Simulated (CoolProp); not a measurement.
A closed Brayton cycle with nitrogen: compressor inlet 330.15 K and 4.1 MPa, high pressure 9.09 MPa, turbine inlet 650 K, compressor efficiency 0.85, turbine efficiency 0.85, recuperator effectiveness 0.8 (on enthalpy, no pinch check). Each further row changes one setting.

The numbers come from the reference Helmholtz-energy equation of state, Span 2000 in CoolProp.

```csv
case,thermal efficiency (%),net work (kJ/kg),compressor to turbine work,compressor exit (K),turbine exit (K)
as stated,10.4,15.2,0.87,430.3,540.2
turbine inlet 600 K,4.5,5.85,0.95,430.3,497.7
compressor inlet 340.15 K,8.3,11.9,0.90,443.2,540.2
high pressure 7.73 MPa,12.2,16.3,0.83,408.0,560.9
recuperator effectiveness 0.5,8.3,15.2,0.87,430.3,540.2
```
